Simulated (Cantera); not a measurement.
Feed: 1 mol CH3OH, 4.7 mol CO2, 1.8 mol N2, at 525 K and 0.100 bar.

Method: chemical equilibrium by Gibbs-energy minimisation in Cantera with the NASA 1993 tables (ideal gas, pure condensed phases). The numbers say what is thermodynamically allowed, not how fast it happens.

```
species             before    after
----------------  --------  -------
CO2                  0.535    0.538
N2                   0.224    0.222
H2O                  0.223    0.207
H2                 0.00919   0.0219
CO                0.000254  0.00143
CH4                0.00837  0.00928
C(graphite), mol      1.33     1.26
```
Gas species are given as mole fractions.

Q: Name the change that produced these shifts.
A) temperature from 525 K to 1798 K
B) temperature from 525 K to 575 K
C) CH3OH replaced by C2H2
D) CO2 from 4.7 to 0.07 mol

A: B, temperature from 525 K to 575 K
